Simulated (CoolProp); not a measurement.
n-perfluorohexane at 353.31 K and 0.0649 MPa is compressed adiabatically to 0.344 MPa with isentropic efficiency 0.6. Each further row changes one setting.

Values from CoolProp's reference Helmholtz-energy equation of state, Gao 2022.

| case | work (kJ/kg) | final temperature (K) | final density (kg/m³) |
|---|---|---|---|
| as stated | … | 382.3 | 42.4 |
| efficiency 1 | … | 372.8 | 44.3 |
| efficiency 0.65 | 21.2 | … | 42.7 |

**Question.** What belongs in the gaps?

**Answer.** 
- as stated, work (kJ/kg): 22.9
- efficiency 1, work (kJ/kg): 13.8
- efficiency 0.65, final temperature (K): 380.5
